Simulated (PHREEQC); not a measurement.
Solution (20 °C): 20 mmol/kgw CdCl2 and 49 mmol/kgw CuCl2. Closed to the air; pH follows from the charge balance.

All values are PHREEQC results (ion-association model, wateq4f.dat), not measurements.

Task: The ionic strength comes out as 0.163 mol/kgw. What activity coefficients do Cu2(OH)2+2, Cl-, CuCl+, CdCl+, CdCl3- get?

Result: Cu2(OH)2+2 0.33, Cl- 0.73, CuCl+ 0.73, CdCl+ 0.76, CdCl3- 0.76.

Precipitation was switched off in this run. Examples of supersaturated solids here: Atacamite. Others may be too.
